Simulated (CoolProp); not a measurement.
The fluid at 293.15 K and 0.144 MPa is throttled through a valve to 0.0807 MPa with no heat exchange. The same conditions are run with several fluids, on thermodynamics alone (safety and materials aside).

Model: reference Helmholtz-energy equation of state of each fluid (tetrahydrofuran: Fiedler 2023; dodecamethylpentasiloxane (MD3M): Thol 2019; n-pentane: Thol 2019; R123: Younglove 1994; p-xylene: Zhou 2012), in CoolProp.

Rank tetrahydrofuran, dodecamethylpentasiloxane (MD3M), n-pentane, R123, p-xylene by final density (kg/m³), highest first.

R123 (1480), tetrahydrofuran (887), dodecamethylpentasiloxane (MD3M) (875), p-xylene (861), n-pentane (626)
